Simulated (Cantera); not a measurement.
Cantera run:

```python
import numpy as np
import cantera as ct

gas_names = """
    Fe FeO Fe(OH)2 H HO2 H2 H2O H2O2 H2S H2SO4 O OH O2 O3 S SH SO SO2 SO3 S2 S2O S8
""".split()
cond_names = """
    Fe(a) Fe(c) Fe(d) Fe(L) FeO(s) FeO(L) Fe(OH)2(s) Fe(OH)3(s) FeS(a) FeS(b) FeS(c) FeS(L) FeSO4(s)
    FeS2(s) Fe2O3(s) Fe2S3O12(s) Fe3O4(s) H2O(s) H2O(L) H2SO4(L) S(cr1) S(cr2) S(L)
""".split()


# ... load() reads the species with a 1 bar reference pressure and builds the phases ...
atoms = {
    'FeS2': {'Fe': 1, 'S': 2},
    'H2S': {'H': 2, 'S': 1},
    'O2': {'O': 2},
}
top_T = {'FeSO4(s)': 950, 'FeS2(s)': 1010, 'Fe2O3(s)': 1830, 'Fe2S3O12(s)': 1100, 'Fe3O4(s)': 1870}  # K; cautious upper limits of use, not melting points


# ... equilibrate(T, P, feed) seeds the gas with the atoms and calls Mixture.equilibrate('TP', solver="vcs", rtol=1e-11, max_steps=5000) ...
results = []
feed = {'FeS2': 1, 'H2S': 0.42, 'O2': 0.049}  # mol
P = 1000  # Pa
for T in [1298, 1323, 1348, 1373, 1398, 1423, 1448, 1473, 1498, 1523, 1548, 1573, 1598, 1623]:
    mix = equilibrate(T, P, feed)
    results.append((T, P, feed, dict(zip(mix.species_names, mix.species_moles))))

top = {s: max(r[3][s] / sum(r[3][g] for g in gas_names) for r in results) for s in gas_names}
cols = sorted((s for s in top if top[s] > 1e-06), key=lambda s: -top[s])[:8]
seen = [c for c in cond_names if any(r[3].get(c, 0) > 1e-12 for r in results)]
print("log10 of partial pressures in bar; condensed amounts in mol")
print(f"{'T/K':>10s}" + "".join(f"{s[:9]:>10s}" for s in cols + seen))
for T, P, feed, n in results:
    ng = sum(n[g] for g in gas_names)
    print(f"{T:10.4g}" + "".join(f"{np.log10(max(n[s] / ng * P / 1e5, 1e-99)):10.3f}" for s in cols)
          + "".join(f"{n.get(c, 0):10.4g}" for c in seen))
```

Output:

```
log10 of partial pressures in bar; condensed amounts in mol
       T/K        S2        H2       H2S       H2O        SH       SO2        SO         S    FeS(c)    FeS(L)
      1298    -2.222    -2.786    -2.846    -3.043    -4.697    -5.044    -5.801    -6.677         1         0
      1323    -2.221    -2.758    -2.886    -3.047    -4.626    -5.002    -5.687    -6.511         1         0
      1348    -2.219    -2.733    -2.927    -3.051    -4.559    -4.958    -5.576    -6.352         1         0
      1373    -2.218    -2.712    -2.969    -3.055    -4.495    -4.911    -5.467    -6.198         1         0
      1398    -2.217    -2.693    -3.011    -3.059    -4.434    -4.863    -5.360    -6.050         1         0
      1423    -2.216    -2.676    -3.053    -3.063    -4.377    -4.813    -5.255    -5.908         1         0
      1448    -2.216    -2.662    -3.096    -3.068    -4.322    -4.764    -5.153    -5.770         1         0
      1473    -2.215    -2.649    -3.138    -3.073    -4.270    -4.714    -5.054    -5.637         0         1
      1498    -2.215    -2.637    -3.180    -3.078    -4.220    -4.666    -4.958    -5.508         0         1
      1523    -2.215    -2.627    -3.222    -3.084    -4.172    -4.618    -4.865    -5.384         0         1
      1548    -2.215    -2.618    -3.263    -3.090    -4.127    -4.571    -4.774    -5.263         0         1
      1573    -2.215    -2.609    -3.303    -3.097    -4.083    -4.526    -4.687    -5.147         0         1
      1598    -2.215    -2.602    -3.343    -3.104    -4.041    -4.483    -4.602    -5.034         0         1
      1623    -2.216    -2.595    -3.382    -3.112    -4.000    -4.442    -4.521    -4.925         0         1
```

Cantera equilibrium calculation (NASA polynomials, part measured and part estimated; ideal gas, pure solids and liquids). FeS: taken at fixed stoichiometry. Gases not in the tables: S3 to S7.
